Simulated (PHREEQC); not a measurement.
A solution holds 0.00065 mol/kgw H4SiO4, at 25 °C. Closed to the air; pH follows from the charge balance.

Model: ion-association model, wateq4f.dat, run in PHREEQC.

* **pH**: 6.49
* **ionic strength**: 3.25e-7 mol/kgw

```
species  molality  activity  log γ
-------  --------  --------  -----
H4SiO4   0.000650  0.000650  0.000
H+        3.25e-7   3.25e-7  0.000
H3SiO4-   2.95e-7   2.94e-7  0.000
OH-       3.08e-8   3.08e-8  0.000
```

No solid was allowed to form. Examples of supersaturated solids here: Quartz (slow to form), Chalcedony (slow to form). Others may be too.
